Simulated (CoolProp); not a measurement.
Aqueous lithium chloride as a coolant, at 29 °C, 1 atm.

Computed with CoolProp (Melinder's fits for secondary coolants).

```tsv
mass %	freezing point (°C)	conductivity (W/(m K))	Prandtl number	viscosity (mPa s)	cp (kJ/(kg K))
4.7	-4.7	0.600	6.31	0.964	3.933
6.4	-6.9	0.596	6.60	1.02	3.851
8.1	-9.2	0.592	6.90	1.08	3.772
9.8	-11.9	0.588	7.24	1.15	3.696
11.4	-14.8	0.584	7.60	1.22	3.628
13.1	-18.6	0.580	8.02	1.31	3.558
14.8	-23.3	0.576	8.49	1.40	3.492
16.5	-29.0	0.572	9.01	1.50	3.428
18.1	-35.3	0.569	9.55	1.61	3.372
19.8	-42.9	0.565	10.2	1.74	3.317
21.5	-51.1	0.561	10.9	1.88	3.268
```
